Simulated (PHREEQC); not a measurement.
Solution (15 °C): 0.036 mol/kgw HF and 0.0024 mol/kgw KF. Closed to the air; pH follows from the charge balance.

The numbers come from PHREEQC with the ion-association model, phreeqc.dat.

Precipitation was switched off in this run.

### Question
Order these F species by the share of F that they hold, largest first: F-, HF2-, HF.

### Answer
HF (80 %), F- (16 %), HF2- (3.5 %)

The pH is 2.37 and the ionic strength 0.00698 mol/kgw.
